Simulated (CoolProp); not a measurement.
R143a along the isobar 3.97 MPa: fugacity coefficient from the reference equation and from simpler models built on Tc = 345.9 K, pc = 3.762 MPa, ω = 0.261; each cubic takes its own stable root.

Model: reference Helmholtz-energy equation of state, Lemmon and Jacobsen 2000, in CoolProp.

```csv
T (K),phase,reference,van der Waals,Soave-Redlich-Kwong
245,liquid,0.06163,0.2128,0.06450
261.9,liquid,0.1091,0.2791,0.1153
278.8,liquid,0.1763,0.3525,0.1874
295.7,liquid,0.2642,0.4313,0.2813
312.5,liquid,0.3706,0.5126,0.3938
329.4,liquid,0.4925,0.5946,0.5194
346.3,supercritical,0.6194,0.6717,___
363.2,supercritical,0.6912,0.7209,0.7106
380,supercritical,0.7381,0.7539,0.7563
396.9,supercritical,0.7759,0.7811,0.7934
413.8,supercritical,0.8071,0.8041,0.8243
430.7,supercritical,0.8333,0.8239,0.8505
447.5,supercritical,0.8555,0.8411,0.8727
464.4,supercritical,0.8747,0.8562,___
481.3,supercritical,___,0.8696,0.9085
498.2,supercritical,0.9058,0.8815,0.9229
```

Task: Complete the blanks.

Result: 
- 346.3, Soave-Redlich-Kwong: 0.6428
- 464.4, Soave-Redlich-Kwong: 0.8919
- 481.3, reference: 0.8913
